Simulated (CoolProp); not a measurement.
Properties of oxygen along the isotherm 157.4 K.

Computed with CoolProp (reference Helmholtz-energy equation of state, Schmidt 1985).

| p (kPa) | phase | viscosity (µPa s) | conductivity (mW/(m K)) |
|---|---|---|---|
| 1150 | gas | 12.2 | 15.5 |
| 2290 | gas | 12.5 | 17.0 |
| 3440 | gas | 13.2 | 19.5 |
| 4590 | gas | 14.6 | 24.8 |
| 5730 | supercritical | 29.9 | 56.7 |
| 6880 | supercritical | 41.1 | 61.0 |
| 8030 | supercritical | 45.8 | 64.7 |
| 9180 | supercritical | 49.2 | 67.8 |
| 10300 | supercritical | 52.0 | 70.4 |
| 11500 | supercritical | 54.6 | 72.9 |
| 12600 | supercritical | 56.8 | 74.9 |

Viscosity comes from a separate model (Lemmon 2004). Thermal conductivity comes from a separate model (Lemmon 2004).
